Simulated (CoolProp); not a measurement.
Aqueous methanol as a coolant, at 38 °C, 1 atm.

Values from CoolProp's Melinder's fits for secondary coolants.

| mass % | freezing point (°C) | density (kg/m³) | conductivity (W/(m K)) | Prandtl number | cp (kJ/(kg K)) |
|---|---|---|---|---|---|
| 3.5 | -2.0 | 986.7 | 0.603 | 5.09 | 4.181 |
| 8.6 | -5.5 | 978.1 | 0.571 | 5.96 | 4.169 |
| 13.8 | -9.6 | 969.6 | 0.539 | 6.91 | 4.142 |
| 18.9 | -14.0 | 961.2 | 0.508 | 7.86 | 4.109 |
| 24 | -19.1 | 952.5 | 0.479 | 8.80 | 4.072 |
| 29.2 | -24.8 | 943.5 | 0.450 | 9.67 | 4.025 |
| 34.3 | -31.0 | 934.2 | 0.423 | 10.4 | 3.964 |
| 39.4 | -37.8 | 924.7 | 0.398 | 11.0 | ? |
| 44.6 | ? | 914.6 | 0.374 | 11.3 | ? |
| 49.7 | -54.0 | 904.2 | 0.352 | 11.4 | 3.668 |
| 54.9 | -63.2 | ? | 0.331 | 11.4 | 3.553 |

Q: What belongs in the gaps?

A: 
- 39.4, cp (kJ/(kg K)): 3.884
- 44.6, freezing point (°C): -45.6
- 44.6, cp (kJ/(kg K)): 3.782
- 54.9, density (kg/m³): 893.0
